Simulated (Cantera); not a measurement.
Charge: 1 mol Fe2O3, a varied amount of CH4, 3.8 mol N2, at 1798.15 K and 0.00510 bar.

Points: n(CH4) (mol) = 0.6, 0.93, 1.3, 1.6, 1.9, 2.3, 2.6, 2.9, 3.2, 3.6, 3.9, 4.2, 4.6.

Cantera's Mixture.equilibrate('TP', solver="vcs", rtol=1e-11, max_steps=5000) on the NASA tables stopped like this:

```
ERROR: FAILURE its = 5001!

*******************************************************************************
CanteraError thrown by MultiPhase::equilibrate:
VCS solver failed. Return code: -1
*******************************************************************************
```

What got this run through?

Several could match; the one computed here: The failure is numerical, not chemical. The same input converged with solver="gibbs", rtol=1e-10, max_steps=50000, and the result passed a check of the equilibrium conditions:
```
log10 of partial pressures in bar; condensed amounts in mol
    n(CH4)        N2        H2        CO       H2O       CO2        Fe     C(gr)     Fe(d)    FeO(L)
       0.6    -2.464    -3.129    -3.314    -3.471    -4.237    -4.542         0  0.006592     1.961
      0.93    -2.534    -3.010    -3.195    -3.351    -4.117    -4.542         0    0.5723      1.39
       1.3    -2.602    -2.932    -3.117    -3.273    -4.040    -4.542         0     1.207    0.7494
       1.6    -2.650    -2.889    -3.075    -3.231    -3.998    -4.542         0     1.721    0.2299
       1.9    -2.693    -2.820    -3.031    -3.297    -4.089    -4.542         0     1.946         0
       2.3    -2.745    -2.726    -2.980    -3.539    -4.375    -4.542         0     1.939         0
       2.6    -2.780    -2.676    -2.953    -3.815    -4.673    -4.542         0     1.934         0
       2.9    -2.813    -2.637    -2.932    -4.447    -5.323    -4.542         0     1.929         0
       3.2    -2.838    -2.613    -2.939    -9.093   -10.000    -4.542    0.1668     1.925         0
       3.6    -2.864    -2.587    -2.965    -9.093   -10.052    -4.542    0.5646     1.921         0
       3.9    -2.882    -2.570    -2.983    -9.094   -10.088    -4.542    0.8631     1.917         0
       4.2    -2.900    -2.556    -3.000    -9.097   -10.123    -4.542     1.162     1.914         0
       4.6    -2.922    -2.538    -3.023    -9.102   -10.168    -4.542      1.56     1.909         0
```

The gas is ideal and each condensed phase is pure. Iron dissolves carbon and melts from about 1420 K in contact with it, which pure phases cannot show. Mutual solubility and eutectic melting of coexisting phases are not modelled. The tables' stoichiometric FeO is somewhat more stable than real wüstite, so its field is too wide. FeO: taken at fixed stoichiometry. Condensed phases not in the tables: cementite and carbon dissolved in iron.
